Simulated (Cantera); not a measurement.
A Cantera script and what it prints.

```python
import numpy as np
import cantera as ct

gas_names = """
    F F2 H HF H2 H2F2 H3F3 H4F4 H5F5 H6F6 H7F7 Mg MgF MgF2 MgH Mg2 Mg2F4
""".split()
cond_names = """
    Mg(cr) Mg(L) MgF2(s) MgF2(L)
""".split()


# ... load() reads the species with a 1 bar reference pressure and builds the phases ...
atoms = {
    'MgF2': {'Mg': 1, 'F': 2},
    'HF': {'H': 1, 'F': 1},
    'H2': {'H': 2},
}
top_T = {}  # K; cautious upper limits of use, not melting points


# ... equilibrate(T, P, feed) seeds the gas with the atoms and calls Mixture.equilibrate('TP', solver="vcs", rtol=1e-11, max_steps=5000) ...
results = []
feed = {'MgF2': 1, 'HF': 1.2, 'H2': 1.9}  # mol
for P in [0.1, 0.56, 3.2, 18, 100, 560, 3200, 18000, 100000]:
    for T in [1523, 1573, 1623, 1673, 1723, 1773, 1823, 1873, 1923, 1973, 2023, 2073]:
        mix = equilibrate(T, P, feed)
        results.append((T, P, feed, dict(zip(mix.species_names, mix.species_moles))))

for T, P, feed, n in results:
    print(f"{T:7g} {P:10.4g}  " + (" + ".join(c for c in cond_names if n.get(c, 0) > 1e-12) or "gas only"))
```

Result:

```
   1523        0.1  gas only
   1573        0.1  gas only
   1623        0.1  gas only
   1673        0.1  gas only
   1723        0.1  gas only
   1773        0.1  gas only
   1823        0.1  gas only
   1873        0.1  gas only
   1923        0.1  gas only
   1973        0.1  gas only
   2023        0.1  gas only
   2073        0.1  gas only
   1523       0.56  gas only
   1573       0.56  gas only
   1623       0.56  gas only
   1673       0.56  gas only
   1723       0.56  gas only
   1773       0.56  gas only
   1823       0.56  gas only
   1873       0.56  gas only
   1923       0.56  gas only
   1973       0.56  gas only
   2023       0.56  gas only
   2073       0.56  gas only
   1523        3.2  gas only
   1573        3.2  gas only
   1623        3.2  gas only
   1673        3.2  gas only
   1723        3.2  gas only
   1773        3.2  gas only
   1823        3.2  gas only
   1873        3.2  gas only
   1923        3.2  gas only
   1973        3.2  gas only
   2023        3.2  gas only
   2073        3.2  gas only
   1523         18  gas only
   1573         18  gas only
   1623         18  gas only
   1673         18  gas only
   1723         18  gas only
   1773         18  gas only
   1823         18  gas only
   1873         18  gas only
   1923         18  gas only
   1973         18  gas only
   2023         18  gas only
   2073         18  gas only
   1523        100  MgF2(s)
   1573        100  MgF2(L)
   1623        100  gas only
   1673        100  gas only
   1723        100  gas only
   1773        100  gas only
   1823        100  gas only
   1873        100  gas only
   1923        100  gas only
   1973        100  gas only
   2023        100  gas only
   2073        100  gas only
   1523        560  MgF2(s)
   1573        560  MgF2(L)
   1623        560  MgF2(L)
   1673        560  MgF2(L)
   1723        560  gas only
   1773        560  gas only
   1823        560  gas only
   1873        560  gas only
   1923        560  gas only
   1973        560  gas only
   2023        560  gas only
   2073        560  gas only
   1523       3200  MgF2(s)
   1573       3200  MgF2(L)
   1623       3200  MgF2(L)
   1673       3200  MgF2(L)
   1723       3200  MgF2(L)
   1773       3200  MgF2(L)
   1823       3200  MgF2(L)
   1873       3200  gas only
   1923       3200  gas only
   1973       3200  gas only
   2023       3200  gas only
   2073       3200  gas only
   1523    1.8e+04  MgF2(s)
   1573    1.8e+04  MgF2(L)
   1623    1.8e+04  MgF2(L)
   1673    1.8e+04  MgF2(L)
   1723    1.8e+04  MgF2(L)
   1773    1.8e+04  MgF2(L)
   1823    1.8e+04  MgF2(L)
   1873    1.8e+04  MgF2(L)
   1923    1.8e+04  MgF2(L)
   1973    1.8e+04  MgF2(L)
   2023    1.8e+04  MgF2(L)
   2073    1.8e+04  gas only
   1523      1e+05  MgF2(s)
   1573      1e+05  MgF2(L)
   1623      1e+05  MgF2(L)
   1673      1e+05  MgF2(L)
   1723      1e+05  MgF2(L)
   1773      1e+05  MgF2(L)
   1823      1e+05  MgF2(L)
   1873      1e+05  MgF2(L)
   1923      1e+05  MgF2(L)
   1973      1e+05  MgF2(L)
   2023      1e+05  MgF2(L)
   2073      1e+05  MgF2(L)
```

Cantera equilibrium calculation (NASA polynomials, part measured and part estimated; ideal gas, pure solids and liquids).
